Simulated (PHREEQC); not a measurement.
Model water analysis in mg/L, 20 °C, pH 2.36, pe 11.1: Na 53.8; K 6.37; Ca 159; Mg 39.5; Cl 181; S(6) as SO4 886; Zn 0.115; Cu(2) 0.206; Al 11.9; Fe(3) 7.89; Li 0.231; O(0) (dissolved oxygen) 8.32.

Valence states are taken as typed.

Equilibrium calculation in PHREEQC: ion-association model, wateq4f.dat.

The ionic strength is 0.0278 mol/kgw. The total alkalinity comes out as -6.69 meq/kg. The charge-balance error comes out as -4.8 %.

```tsv
species	molality	activity	log γ
SO4-2	0.00584	0.00316	-0.266
Cl-	0.00511	0.00435	-0.070
H+	0.00497	0.00436	-0.057
Ca+2	0.00297	0.00163	-0.260
Na+	0.00231	0.00198	-0.067
HSO4-	0.00141	0.00121	-0.068
Mg+2	0.00120	0.000667	-0.254
CaSO4	0.000976	0.000982	0.003
MgSO4	0.000431	0.000434	0.003
AlSO4+	0.000317	0.000271	-0.068
O2	0.000260	0.000262	0.003
K+	0.000160	0.000136	-0.070
```

No solid was allowed to form. Examples of supersaturated solids here: Hematite (slow to form), Goethite (slow to form). Others may be too. Complexes and solids missing from the database can't appear.
